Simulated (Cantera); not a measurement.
# Adiabatic ignition

An adiabatic, constant-volume homogeneous reactor starts with 26.3 % H2, 15.5 % O2, 58.2 % N2, at 1623 K and 0.990 bar.

Model: the H2/O2 subset of GRI-Mech 3.0, which has no nitrogen chemistry, integrated in Cantera.

```json
[
 {"t (s)": "7.00e-6", "T (K)": "1633", "P (bar)": "0.996", "x H2": "0.246", "x O2": "0.147", "x H2O": "0.0120", "x HO2": "3.37e-5", "x H2O2": "4.57e-7", "x H": "0.00991", "x O": "0.00170"},
 {"t (s)": "2.03e-5", "T (K)": "2285", "P (bar)": "1.34", "x H2": "0.0514", "x O2": "0.0424", "x H2O": "0.172", "x HO2": "1.42e-5", "x H2O2": "4.37e-7", "x H": "0.0652", "x O": "0.0301"},
 {"t (s)": "5.87e-5", "T (K)": "2886", "P (bar)": "1.63", "x H2": "0.0420", "x O2": "0.0340", "x H2O": "0.208", "x HO2": "1.40e-5", "x H2O2": "6.00e-7", "x H": "0.0278", "x O": "0.0171"},
 {"t (s)": "0.000170", "T (K)": "2982", "P (bar)": "1.67", "x H2": "0.0391", "x O2": "0.0327", "x H2O": "0.215", "x HO2": "1.69e-5", "x H2O2": "8.48e-7", "x H": "0.0230", "x O": "0.0150"},
 {"t (s)": "0.000492", "T (K)": "2982", "P (bar)": "1.67", "x H2": "0.0391", "x O2": "0.0327", "x H2O": "0.215", "x HO2": "1.69e-5", "x H2O2": "8.48e-7", "x H": "0.0230", "x O": "0.0150"},
 {"t (s)": "0.00142", "T (K)": "2982", "P (bar)": "1.67", "x H2": "0.0391", "x O2": "0.0327", "x H2O": "0.215", "x HO2": "1.69e-5", "x H2O2": "8.48e-7", "x H": "0.0230", "x O": "0.0150"},
 {"t (s)": "0.00412", "T (K)": "2982", "P (bar)": "1.67", "x H2": "0.0391", "x O2": "0.0327", "x H2O": "0.215", "x HO2": "1.69e-5", "x H2O2": "8.48e-7", "x H": "0.0230", "x O": "0.0150"},
 {"t (s)": "0.0119", "T (K)": "2982", "P (bar)": "1.67", "x H2": "0.0391", "x O2": "0.0327", "x H2O": "0.215", "x HO2": "1.69e-5", "x H2O2": "8.48e-7", "x H": "0.0230", "x O": "0.0150"},
 {"t (s)": "0.0345", "T (K)": "2982", "P (bar)": "1.67", "x H2": "0.0391", "x O2": "0.0327", "x H2O": "0.215", "x HO2": "1.69e-5", "x H2O2": "8.48e-7", "x H": "0.0230", "x O": "0.0150"},
 {"t (s)": "0.100", "T (K)": "2982", "P (bar)": "1.67", "x H2": "0.0391", "x O2": "0.0327", "x H2O": "0.215", "x HO2": "1.69e-5", "x H2O2": "8.48e-7", "x H": "0.0230", "x O": "0.0150"}
]
```
x: mole fraction; the columns are a selection and need not sum to one.

```
Quantity                                                           Value
---------------------------------  -------------------------------------
time of steepest temperature rise                                9.13 µs
temperature at 0.100 s                                            2982 K
equilibrium temperature                                           2982 K
x(H2) at 0.100 s                   0.0391 (gas-phase equilibrium 0.0391)
x(O2) at 0.100 s                   0.0327 (gas-phase equilibrium 0.0327)
x(H2O) at 0.100 s                    0.215 (gas-phase equilibrium 0.215)
```
